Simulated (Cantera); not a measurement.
Feed: 1 mol SiHCl3, 0.15 mol Cl2, 100 mol N2, 0.0002 mol O2, held at 473 Torr.

These are equilibrium values from Cantera (NASA tables, ideal gas, pure condensed phases), not measurements of a reactor. Candidate condensed phases: H2O, NH4Cl, Si, SiO2, Si2N2O, Si3N4; 47 gas species. Mutual solubility and eutectic melting of coexisting phases are not modelled. The tables' values for SiCl3 are old estimates; treat these amounts as uncertain. Equilibrium is a limit: real reactors are often held back by kinetics, nucleation or transport.

x: gas mole fraction; n: condensed amount in mol.

```csv
T (K),x N2,x HCl,x SiCl2,x SiCl4,n Si2N2O(s),n Si3N4(s)
1500,0.984,0.00914,0.00139,0.00413,0.000394,0.100
1525,0.983,0.00912,0.00189,0.00373,0.000387,0.0901
1550,0.983,0.00909,0.00252,0.00328,0.000374,0.0777
1575,0.983,0.00904,0.00327,0.00280,0.000346,0.0635
1600,0.982,0.00898,0.00412,0.00231,0.000293,0.0478
1625,0.982,0.00891,0.00505,0.00184,0.000192,0.0313
1650,0.981,0.00881,?,?,?,?
1675,0.981,0.00872,0.00686,?,0,0
1700,0.981,0.00889,0.00696,0.000973,0,0
```

### Question
Some entries are withheld; supply them.

### Answer

- 1650, x SiCl2: 0.00600
- 1650, x SiCl4: 0.00141
- 1650, n Si2N2O(s): 4.00e-6
- 1650, n Si3N4(s): 0.0147
- 1675, x SiCl4: 0.00106
